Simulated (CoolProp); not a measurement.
Octamethyltrisiloxane (MDM) along the isobar 1.3 MPa: Z from the reference equation and from simpler models built on Tc = 565.4 K, pc = 1.438 MPa, ω = 0.528; each cubic takes its own stable root.

Computed with CoolProp (reference Helmholtz-energy equation of state, Thol 2017).

```
T (K)   phase  reference  van der Waals  Redlich-Kwong
-----  ------  ---------  -------------  -------------
307.5  liquid     0.1489         0.2563         0.1745
331.8  liquid     0.1423         0.2434         0.1665
356.2  liquid     0.1370         0.2328         0.1602
380.5  liquid     0.1328         0.2243         0.1555
404.8  liquid     0.1296         0.2178         0.1522
429.1  liquid     0.1274         0.2131         0.1504
453.4  liquid     0.1264         0.2104         0.1503
477.7  liquid     0.1266         0.2101         0.1523
502.1  liquid     0.1288         0.2131         0.1574
526.4  liquid     0.1343         0.2226         0.1685
550.7  liquid     0.1504         0.2595         0.2005
575       gas     0.5961         0.6275         0.5999
```
